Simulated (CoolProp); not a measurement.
Properties of octamethyltrisiloxane (MDM) along the isotherm 575 K (Tc = 565.4 K, pc = 1438 kPa, ω = 0.528).

Model: reference Helmholtz-energy equation of state, Thol 2017, in CoolProp.

```tsv
p (kPa)	phase	Z	cv (kJ/(kg K))	expansivity (1/kK)
898	gas	0.7617	2.097	4.762
1800	supercritical	0.2508	2.168	27.03
2700	supercritical	0.3010	2.139	6.383
3590	supercritical	0.3737	2.130	4.299
4490	supercritical	0.4479	2.125	3.411
5390	supercritical	0.5211	2.123	2.902
6290	supercritical	0.5934	2.121	2.565
7190	supercritical	0.6646	2.119	2.320
```
